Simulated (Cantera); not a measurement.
SiH4 + H2O (silicon oxide and oxynitride deposition)

Charge: 1 mol SiH4, 0.12 mol H2O, at 1825 °C.

Equilibrium computed with Cantera from the NASA thermochemical tables; the gas is ideal and each condensed phase is pure. Candidate condensed phases: H2O, Si, SiO2; 18 gas species. Gases not in the tables: Si2H6 and higher silanes. The numbers say what is thermodynamically allowed, not how fast it happens.

From 5.00 Pa to 21.0 Pa nothing is condensed. From 85.0 Pa to 100000 Pa the condensed part is Si(l). The main Si-bearing gas is Si at 5.00 Pa and SiO at 100000 Pa.

```tsv
P (Pa)	log p H2	log p H	log p Si	log p SiO	log p SiH	log p Si2	log p Si3	log p SiH2	n Si(l)
5	-4.66	-4.84	-4.92	-5.78	-7.51	-7.84	-9.57	-9.44	0
21	-3.94	-4.48	-4.27	-5.13	-6.50	-6.54	-7.62	-8.07	0
85	-3.22	-4.12	-3.88	-4.44	-5.76	-5.77	-6.46	-6.96	0.428
350	-2.52	-3.77	-3.88	-3.76	-5.41	-5.77	-6.46	-6.26	0.785
1400	-1.89	-3.46	-3.88	-3.13	-5.09	-5.77	-6.46	-5.64	0.856
5900	-1.26	-3.14	-3.88	-2.50	-4.78	-5.77	-6.46	-5.00	0.874
24000	-0.65	-2.84	-3.88	-1.89	-4.47	-5.77	-6.46	-4.39	0.878
100000	-0.03	-2.52	-3.88	-1.27	-4.16	-5.77	-6.46	-3.77	0.879
```
log p: log10 of the partial pressure in bar; n: condensed amount in mol.
